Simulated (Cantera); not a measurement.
What does this Cantera script print?

```python
import numpy as np
import cantera as ct

gas_names = """
    C CN CO CO2 C2 CCN CNC C2N2 C2O C3 C3O2 C4 C4N2 C5 N NCO NO NO2 NO3 N2 N2O O O2 O3
""".split()
cond_names = """
    C(gr)
""".split()


# ... load() reads the species with a 1 bar reference pressure and builds the phases ...
atoms = {
    'CO': {'C': 1, 'O': 1},
    'CO2': {'C': 1, 'O': 2},
    'N2': {'N': 2},
}
top_T = {'C(gr)': 4500}  # K; cautious upper limits of use, not melting points


# ... equilibrate(T, P, feed) seeds the gas with the atoms and calls Mixture.equilibrate('TP', solver="vcs", rtol=1e-11, max_steps=5000) ...
results = []
feed = {'CO': 1, 'CO2': 0.76, 'N2': 1.5}  # mol
P = 220000  # Pa
for T in [525, 725, 925, 1125, 1325, 1525, 1725, 1925, 2125, 2325, 2525, 2725]:
    mix = equilibrate(T, P, feed)
    results.append((T, P, feed, dict(zip(mix.species_names, mix.species_moles))))

top = {s: max(r[3][s] / sum(r[3][g] for g in gas_names) for r in results) for s in gas_names}
cols = sorted((s for s in top if top[s] > 0.0001), key=lambda s: -top[s])[:5]
seen = [c for c in cond_names if any(r[3].get(c, 0) > 1e-12 for r in results)]
print("log10 of partial pressures in bar; condensed amounts in mol")
print(f"{'T/K':>10s}" + "".join(f"{s[:9]:>10s}" for s in cols + seen))
for T, P, feed, n in results:
    ng = sum(n[g] for g in gas_names)
    print(f"{T:10.4g}" + "".join(f"{np.log10(max(n[s] / ng * P / 1e5, 1e-99)):10.3f}" for s in cols)
          + "".join(f"{n.get(c, 0):10.4g}" for c in seen))
```

Output:

```
log10 of partial pressures in bar; condensed amounts in mol
       T/K        N2       CO2        CO        NO        O2     C(gr)
       525     0.078     0.002    -3.959   -28.041   -39.296    0.4999
       725     0.075    -0.006    -1.583   -20.135   -28.495    0.4835
       925     0.029    -0.179    -0.328   -15.750   -22.527    0.1704
      1125     0.005    -0.290    -0.171   -12.277   -17.391         0
      1325     0.005    -0.290    -0.171    -9.661   -13.443         0
      1525     0.005    -0.290    -0.171    -7.736   -10.539         0
      1725     0.005    -0.290    -0.171    -6.261    -8.316         0
      1925     0.005    -0.290    -0.171    -5.096    -6.562         0
      2125     0.005    -0.290    -0.171    -4.154    -5.143         0
      2325     0.005    -0.291    -0.170    -3.376    -3.975         0
      2525     0.004    -0.294    -0.168    -2.729    -3.004         0
      2725     0.002    -0.311    -0.160    -2.201    -2.222         0
```

Equilibrium computed with Cantera from the NASA thermochemical tables; the gas is ideal and each condensed phase is pure.
